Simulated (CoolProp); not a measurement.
Vapour-liquid equilibrium of R13 (1) + propylene (2) at 0.119 MPa; x and y are mole fractions of (1).

Values from CoolProp's multi-fluid Helmholtz-energy mixture model, Platzer 1990 and Lemmon 2013; pair parameters Bell 2016. This equation is an older, rougher fit; its heat capacities, sound speeds and derivatives of the liquid may be far off and weren't checked against measurements.

| x | bubble temperature (K) | y at the bubble point | dew temperature at overall composition x (K) | liquid density (mol/L) |
|---|---|---|---|---|
| 0.05 | 222.0 | 0.303 | 228.1 | 14.53 |
| 0.125 | 214.7 | 0.542 | 226.4 | 14.65 |
| 0.2 | 209.9 | 0.665 | 224.6 | 14.70 |
| 0.275 | 206.6 | 0.738 | 222.7 | 14.71 |
| 0.35 | 204.3 | 0.785 | 220.7 | 14.69 |
| 0.425 | 202.5 | 0.819 | 218.5 | 14.66 |
| 0.5 | 201.1 | 0.845 | 216.1 | 14.63 |
| 0.575 | 199.9 | 0.867 | 213.5 | 14.59 |
| 0.65 | 198.9 | 0.888 | 210.5 | 14.55 |
| 0.725 | 198.0 | 0.908 | 207.2 | 14.52 |
| 0.8 | 197.1 | 0.929 | 203.5 | 14.49 |
| 0.875 | 196.2 | 0.952 | 199.5 | 14.46 |
| 0.95 | 195.4 | 0.979 | 196.3 | 14.45 |

No azeotrope shows between x = 0.05 and 0.95.

The pair parameters rest on a limited set of measurements; away from them the model extrapolates.
